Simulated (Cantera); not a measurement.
**Halide evaporation, hydrolysis and transport: FeCl3 + HCl + N2**

A closed system holds: 1 mol FeCl3, 0.61 mol HCl, 0.26 mol N2, at 1.00 bar.

Cantera equilibrium calculation (NASA polynomials, part measured and part estimated; ideal gas, pure solids and liquids). Candidate condensed phases: Fe, FeCl2, FeCl3, NH4Cl; 18 gas species. Kinetics and transport are ignored.

```tsv
T (K)	x FeCl2	x HCl	x FeCl3	x Cl	x N2	x Cl2	x Fe2Cl4	x Fe2Cl6
1425	0.183	0.295	0.293	0.0102	0.126	0.0888	0.00238	0.00143
1475	0.210	0.290	0.259	0.0155	0.123	0.0993	0.00210	0.000777
1525	0.235	0.284	0.226	0.0227	0.121	0.108	0.00182	0.000420
1575	0.259	0.279	0.195	0.0320	0.119	0.115	0.00155	0.000227
1625	0.280	0.273	0.166	0.0439	0.117	0.119	0.00131	0.000122
1675	0.298	0.268	0.139	0.0584	0.114	0.121	0.00109	6.52e-5
1725	0.313	0.263	0.116	0.0757	0.112	0.120	0.000907	3.48e-5
1775	0.326	0.258	0.0952	0.0954	0.110	0.116	0.000747	1.85e-5
1825	0.335	0.252	0.0776	0.117	0.108	0.109	0.000612	9.77e-6
1875	0.342	0.247	0.0626	0.141	0.105	0.101	0.000501	5.15e-6
1925	0.347	0.243	0.0502	0.165	0.103	0.0911	0.000410	2.70e-6
```
x: gas mole fraction; nothing condenses.

From 1425 K to 1925 K nothing is condensed. The main Fe-bearing gas is FeCl3 at 1425 K and FeCl2 at 1925 K.
